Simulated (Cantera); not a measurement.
Input: 1 mol B, 0.51 mol NH₃, at 1.00 bar.

Cantera equilibrium calculation (NASA polynomials, part measured and part estimated; ideal gas, pure solids and liquids). Candidate condensed phases: B, BN; 15 gas species. Mutual solubility and eutectic melting of coexisting phases are not modelled. Equilibrium is a limit: real reactors are often held back by kinetics, nucleation or transport. All values below are at 827 °C.

Base state: H₂ 1.00 (mole fractions); condensed: B(s) + BN(s).

What changes in the equilibrium state with this change: B replaced by B₂H₆?


```json
[
 {"species": "H₂", "before": "1.00", "after": "1.00"},
 {"species": "B(s), mol", "before": "0.490", "after": "1.49"},
 {"species": "BN(s), mol", "before": "0.510", "after": "0.510"}
]
```
The feed counts by its element totals alone.
